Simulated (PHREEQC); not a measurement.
A solution holds 0.00032 mol NaHSO4, 0.11 mol NH3 and 0.026 mol LiCl per kg of water, at 25 °C. Closed to the air; pH follows from the charge balance.

Equilibrium calculation in PHREEQC: ion-association model, wateq4f.dat.

This is a speciation only: nothing precipitates in the calculation.

Q: Predict the pH, ionic strength.

A: pH 11.10; ionic strength 0.0284 mol/kgw.

Q: In which forms is N present?

A: NH3 98 %, NH4+ 1.6 % of the N.
